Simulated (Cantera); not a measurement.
Feed: 1 mol CH₃SiCl₃, 2.8 mol HCl, 27 mol H₂, 0.13 mol C₂H₂, held at 1898.15 K and 3.10 mbar.

These are equilibrium values from Cantera (NASA tables, ideal gas, pure condensed phases), not measurements of a reactor. Candidate condensed phases: C, C₆H₆, C₇H₈, C₈H₁₈, Si, SiC; 109 gas species. The feed counts by its element totals alone. The tables' values for SiCl, SiCl₃ are old estimates; treat these amounts as uncertain. The numbers say what is thermodynamically allowed, not how fast it happens.

Base state: H₂ 0.815, HCl 0.166, H 0.0127, SiCl₂ 0.00338, Cl 0.00195, C₂H₂ (acetylene) 0.000307, Si 0.000146, SiCl 7.46e-5 (mole fractions); condensed: C(graphite) + SiC(s).

Question: What changes in the equilibrium state with this change: H₂ from 27 to 19 mol?

Answer: 
```json
[
 {"species": "H₂", "before": "0.815", "after": "0.763"},
 {"species": "HCl", "before": "0.166", "after": "0.216"},
 {"species": "H", "before": "0.0127", "after": "0.0123"},
 {"species": "SiCl₂", "before": "0.00338", "after": "0.00611"},
 {"species": "SiCl₃", "before": "1.16e-5", "after": "2.82e-5"},
 {"species": "Cl", "before": "0.00195", "after": "0.00262"},
 {"species": "SiCl", "before": "7.46e-5", "after": "0.000100"},
 {"species": "C₂H₂ (acetylene)", "before": "0.000307", "after": "0.000287"},
 {"species": "Si", "before": "0.000146", "after": "0.000146"},
 {"species": "C(graphite), mol", "before": "0.360", "after": "0.406"},
 {"species": "SiC(s), mol", "before": "0.880", "after": "0.839"}
]
```
